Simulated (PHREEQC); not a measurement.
A solution holds 0.021 mol/kgw NaH2PO4, 0.077 mol/kgw NaF and 0.00012 mol/kgw KCl, at 83 °C. Closed to the air; pH follows from the charge balance.

Equilibrium calculation in PHREEQC: ion-association model, wateq4f.dat.

| quantity | before | after |
|---|---|---|
| pH | 5.47 | 7.27 |
| NaF (mol/kgw) | 0.00222 | 0.00471 |
| HF (mol/kgw) | 0.000854 | 1.05e-5 |
| HF2- (mol/kgw) | 0.000272 | 3.53e-6 |
| H2F2 (mol/kgw) | 1.95e-7 | 3.17e-11 |

Task: Name the change that produced these shifts.
A. NaH2PO4 left out
B. 0.1 mol/kgw Na2HAsO4 added
C. KCl left out
D. temperature from 83 to 35 °C

Result: B, 0.1 mol/kgw Na2HAsO4 added

This is a speciation only: nothing precipitates in the calculation. H3PO4, which wateq4f.dat lacks, is added to it with the constant of phreeqc.dat. At this temperature some constants are extrapolated from 25 °C, and those without enthalpy data are left unchanged.
